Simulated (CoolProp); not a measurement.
Vapour-liquid equilibrium of isohexane (1) + ethanol (2) at 383.1 K; x and y are mole fractions of (1).

Values from CoolProp's multi-fluid Helmholtz-energy mixture model, Lemmon 2006 and Schroeder 2014; pair parameters Bell 2016.

Task: Give the bubble pressure and the first vapour's composition at x = 0.15, 0.55, 0.65. Is there an azeotrope?

Result: x = 0.15: 4.692 bar, y = 0.395; x = 0.55: 5.390 bar, y = 0.561; x = 0.65: 5.370 bar, y = 0.590. y crosses x between x = 0.55 and 0.65: the model has an azeotrope there.

Pair parameters are fitted to limited data, so mixtures are less certain than the pure fluids. With so large a gap from Raoult's law the liquid may split in two, which this calculation doesn't test in full.
